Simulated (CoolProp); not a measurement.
Aqueous potassium carbonate as a coolant, 13 % by mass, freezing at -4.9 °C, 1 atm.

Values from CoolProp's Melinder's fits for secondary coolants.

```
T (°C)  viscosity (mPa s)  Prandtl number  density (kg/m³)  conductivity (W/(m K))
------  -----------------  --------------  ---------------  ----------------------
-2.3                 2.46            15.8             1127                   0.549
2.1                     ?               ?             1126                   0.556
6.4                  1.91            12.1             1125                   0.563
10.8                 1.71            10.7             1123                   0.570
15.1                 1.54               ?             1122                   0.577
19.5                 1.39            8.53                ?                   0.584
23.9                    ?            7.69             1118                   0.592
28.2                 1.16            6.97             1116                       ?
32.6                    ?            6.33             1114                       ?
```

Some entries are withheld; supply them.


- 2.1, viscosity (mPa s): 2.16
- 2.1, Prandtl number: 13.7
- 15.1, Prandtl number: 9.52
- 19.5, density (kg/m³): 1120
- 23.9, viscosity (mPa s): 1.27
- 28.2, conductivity (W/(m K)): 0.599
- 32.6, viscosity (mPa s): 1.07
- 32.6, conductivity (W/(m K)): 0.607
